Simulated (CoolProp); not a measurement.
Vapour pressure (MPa) of normal hydrogen: the reference equation beside estimates from Tc = 33.1 K, pc = 1.296 MPa, ω = -0.219. Clausius-Clapeyron is anchored at 26.7 K with a constant enthalpy of vaporisation of 0.7720 kJ/mol.

The numbers come from the reference Helmholtz-energy equation of state, Leachman 2009 in CoolProp.

```json
[
 {"T (K)": "25.9", "reference": "0.3862", "Lee-Kesler": "0.3861", "Clausius-Clapeyron": "0.4055", "van der Waals": "0.4454", "Redlich-Kwong": "0.2691", "Soave-Redlich-Kwong": "0.3933", "Peng-Robinson": "0.3997"},
 {"T (K)": "26.7", "reference": "0.4515", "Lee-Kesler": "0.4513", "Clausius-Clapeyron": "0.4515", "van der Waals": "0.5131", "Redlich-Kwong": "0.3349", "Soave-Redlich-Kwong": "0.4610", "Peng-Robinson": "0.4669"},
 {"T (K)": "27.5", "reference": "0.5242", "Lee-Kesler": "0.5238", "Clausius-Clapeyron": "0.4996", "van der Waals": "0.5870", "Redlich-Kwong": "0.4109", "Soave-Redlich-Kwong": "0.5360", "Peng-Robinson": "0.5412"},
 {"T (K)": "28.3", "reference": "0.6047", "Lee-Kesler": "0.6042", "Clausius-Clapeyron": "0.5496", "van der Waals": "0.6672", "Redlich-Kwong": "0.4979", "Soave-Redlich-Kwong": "0.6186", "Peng-Robinson": "0.6230"},
 {"T (K)": "29.1", "reference": "0.6936", "Lee-Kesler": "0.6931", "Clausius-Clapeyron": "0.6015", "van der Waals": "0.7539", "Redlich-Kwong": "0.5966", "Soave-Redlich-Kwong": "0.7090", "Peng-Robinson": "0.7126"},
 {"T (K)": "29.9", "reference": "0.7914", "Lee-Kesler": "0.7910", "Clausius-Clapeyron": "0.6551", "van der Waals": "0.8472", "Redlich-Kwong": "0.7075", "Soave-Redlich-Kwong": "0.8076", "Peng-Robinson": "0.8103"},
 {"T (K)": "30.8", "reference": "0.9129", "Lee-Kesler": "0.9128", "Clausius-Clapeyron": "0.7173", "van der Waals": "0.9603", "Redlich-Kwong": "0.8479", "Soave-Redlich-Kwong": "0.9286", "Peng-Robinson": "0.9303"},
 {"T (K)": "31.6", "reference": "1.032", "Lee-Kesler": "1.032", "Clausius-Clapeyron": "0.7742", "van der Waals": "1.068", "Redlich-Kwong": "0.9870", "Soave-Redlich-Kwong": "1.045", "Peng-Robinson": "1.046"},
 {"T (K)": "32.4", "reference": "1.162", "Lee-Kesler": "1.163", "Clausius-Clapeyron": "0.8325", "van der Waals": "1.183", "Redlich-Kwong": "1.140", "Soave-Redlich-Kwong": "1.171", "Peng-Robinson": "1.172"}
]
```

Absolute difference from the reference over all 9 rows, mean and median: Lee-Kesler 0.0 and 0.1 %, Clausius-Clapeyron 13.8 and 13.3 %, van der Waals 8.6 and 8.7 %, Redlich-Kwong 14.8 and 14.0 %, Soave-Redlich-Kwong 1.8 and 2.0 %, Peng-Robinson 2.5 and 2.7 %.
